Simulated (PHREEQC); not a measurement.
Consider water at 25 °C with 26 mmol/kgw Cu(NO3)2, 0.095 mmol/kgw HNO3 and 10 mmol/kgw NaCl. Closed to the air; pH follows from the charge balance.

Computed with PHREEQC (ion-association model, phreeqc.dat).

The ionic strength comes out as 0.0875 mol/kgw. What activity coefficients do CuOH+, CuCl+, Na+, Cu+2, Cu2(OH)2+2 get?

CuOH+ 0.78, CuCl+ 0.78, Na+ 0.79, Cu+2 0.42, Cu2(OH)2+2 0.39.

This is a speciation only: nothing precipitates in the calculation.
